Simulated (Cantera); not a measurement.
## Fe3O4 + CO (carbothermic reduction)

Charge: 1 mol Fe3O4, a varied amount of CO, held at 0.00380 bar.

Method: chemical equilibrium by Gibbs-energy minimisation in Cantera with the NASA 1993 tables (ideal gas, pure condensed phases). Candidate condensed phases: C, Fe, Fe(CO)5, FeO, Fe2O3, Fe3O4; 15 gas species. Each liquid is taken as pure. Mutual solubility and eutectic melting of coexisting phases are not modelled. The tables' stoichiometric FeO is somewhat more stable than real wüstite, so its field is too wide. FeO: taken at fixed stoichiometry. Kinetics and transport are ignored.

Question: Map the stable condensed phases over T = 1525, 1625, 1725, 1825, 1925, 2025, 2125, 2225, 2325, 2425, 2525 K and n(CO) in mol = 2.2, 3.2, 4.1, 5, 5.9, 6.9, 7.8, 8.7, 9.7, 11, 12.

Answer: 
```
T in K \ n(CO) in mol
         2.2 3.2 4.1   5 5.9 6.9 7.8 8.7 9.7  11  12
   2525    A   A   A   A   A   A   A   A   A   A   A
   2425    A   A   A   A   A   A   A   A   A   A   A
   2325    B   B   B   B   B   A   A   A   A   A   A
   2225    B   B   B   B   B   B   B   B   B   B   A
   2125    B   B   B   B   B   B   B   B   B   B   B
   2025    B   B   B   B   B   B   B   B   B   B   B
   1925    B   B   B   B   B   B   B   B   B   B   B
   1825    B   B   B   B   B   B   B   B   B   C   C
   1725    B   B   B   B   B   B   B   B   C   C   C
   1625    B   B   B   B   B   B   C   C   C   C   C
   1525    B   B   B   B   B   B   C   C   C   C   C
```
A: gas only; B: FeO; C: Fe + FeO.
